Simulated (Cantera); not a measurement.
A freely propagating, adiabatic, planar premixed flame of CH4 : O2 : N2 = 1 : 1.67 : 6.27 (molar parts), equivalence ratio 1.2, unburnt at 675 K and 3750 Torr; mixture-averaged transport, grid criteria slope 0.08 and curve 0.16, no radiation.

Computed with Cantera and GRI-Mech 3.0 (53 species, 325 reactions). Burning velocities carry a grid error of a few per cent, more on coarse grids.

Task: What does this change do: inlet temperature 675 to 648 K?

Result: 
| quantity | before | after |
|---|---|---|
| laminar burning velocity | 88.2 cm/s | 79.7 cm/s |
| thermal thickness | 0.0951 mm | 0.0988 mm |
| peak x(C2H2) | 0.000761 | 0.000753 |
| peak x(CO) | 0.0623 | 0.0616 |
| peak x(C2H6) | 0.00130 | 0.00127 |
